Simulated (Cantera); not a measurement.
**Transport properties of process gases**

Gas mixture: O2 : H2O = 0.073 : 0.9 (molar parts), at 101000 Pa, frozen composition.

Cantera's kinetic-theory transport with the Lennard-Jones parameters of GRI-Mech 3.0, ideal gas; thermal conductivity in the mixture-averaged form. Polar gases are described roughly by these parameters.

| T (K) | ρ (kg/m³) | cp (J/kg/K) | μ (µPa s) | λ (mW/m/K) | Pr | D (cm²/s) CH4 | D (cm²/s) CH3 | D (cm²/s) CO2 |
|---|---|---|---|---|---|---|---|---|
| 400 | 0.581 | 1781 | 14.9 | 36.7 | 0.721 | 0.397 | 0.407 | 0.284 |
| 500 | 0.465 | 1831 | 18.7 | 47.6 | 0.719 | 0.607 | 0.621 | 0.440 |
| 600 | 0.387 | 1889 | 22.6 | 59.3 | 0.718 | 0.853 | 0.868 | 0.624 |
| 700 | 0.332 | 1950 | 26.4 | 71.8 | 0.715 | 1.13 | 1.15 | 0.834 |
| 800 | 0.290 | 2012 | 30.1 | 85.0 | 0.713 | 1.44 | 1.46 | 1.07 |
| 900 | 0.258 | 2075 | 33.8 | 98.6 | 0.711 | 1.78 | 1.79 | 1.32 |
| 1000 | 0.232 | 2141 | 37.4 | 113 | 0.710 | 2.14 | 2.16 | 1.60 |
| 1100 | 0.211 | 2207 | 40.9 | 127 | 0.711 | 2.53 | 2.54 | 1.90 |
| 1200 | 0.194 | 2269 | 44.4 | 141 | 0.712 | 2.94 | 2.96 | 2.22 |
D: mixture-averaged diffusion coefficient of that species in the mixture.
